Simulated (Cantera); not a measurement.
Carbon deposition, reforming and gasification: C₆H₆ + NH₃

Feed: 1 mol C₆H₆, 0.58 mol NH₃, equilibrated at 1430 Torr.

Cantera equilibrium calculation (NASA polynomials, part measured and part estimated; ideal gas, pure solids and liquids). Candidate condensed phases: C, C₆H₆, C₇H₈, C₈H₁₈; 92 gas species. Equilibrium is a limit: real reactors are often held back by kinetics, nucleation or transport.

```tsv
T (K)	x H₂	x CH₄	x N₂	x NH₃	n C(graphite)
648	0.121	0.756	0.122	0.000538	4.21
698	0.201	0.681	0.117	0.000563	4.31
748	0.305	0.585	0.110	0.000554	4.47
798	0.424	0.473	0.102	0.000512	4.66
848	0.544	0.361	0.0947	0.000444	4.90
898	0.653	0.259	0.0876	0.000365	5.14
948	0.739	0.178	0.0820	0.000289	5.37
998	0.802	0.119	0.0779	0.000225	5.56
1048	0.845	0.0793	0.0752	0.000174	5.69
```
x: gas mole fraction; n: condensed amount in mol.

From 648 K to 1048 K the condensed part is C(graphite). The main C-bearing gas is CH₄ throughout. The share of C in condensed phases is highest at 1048 K (94.9 %) and lowest at 648 K (70.1 %).
